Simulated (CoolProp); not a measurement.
C3F8 (R218) along the isotherm 382 K: Z from the reference equation and from simpler models built on Tc = 345.0 K, pc = 2640 kPa, ω = 0.317; each cubic takes its own stable root.

The numbers come from the reference Helmholtz-energy equation of state, Lemmon 2006 in CoolProp. It is a short technical equation, of lower accuracy than the large ones.

```json
[
 {"p (kPa)": "660", "phase": "gas", "reference": "0.9407"},
 {"p (kPa)": "1320", "phase": "gas", "reference": "0.8752"},
 {"p (kPa)": "1980", "phase": "gas", "reference": "0.8023"},
 {"p (kPa)": "2640", "phase": "gas", "reference": "0.7209"},
 {"p (kPa)": "3300", "phase": "supercritical", "reference": "0.6322"},
 {"p (kPa)": "3960", "phase": "supercritical", "reference": "0.5431"},
 {"p (kPa)": "4620", "phase": "supercritical", "reference": "0.4726"},
 {"p (kPa)": "5280", "phase": "supercritical", "reference": "0.4407"},
 {"p (kPa)": "5940", "phase": "supercritical", "reference": "0.4392"},
 {"p (kPa)": "6600", "phase": "supercritical", "reference": "0.4520"}
]
```

### Question
How far does each simpler model (van der Waals, Redlich-Kwong, Soave-Redlich-Kwong, Peng-Robinson) lie from the reference over these 10 states: mean and median of the absolute difference, and the worst?

### Answer
- van der Waals: mean 6.7 %, median 5.6 %, worst +16.1 % at 382 K and 6600 kPa
- Redlich-Kwong: mean 3.0 %, median 2.8 %, worst -7.3 % at 382 K and 3960 kPa
- Soave-Redlich-Kwong: mean 5.9 %, median 4.5 %, worst +13.2 % at 382 K and 5940 kPa
- Peng-Robinson: mean 2.6 %, median 2.4 %, worst +5.1 % at 382 K and 5280 kPa
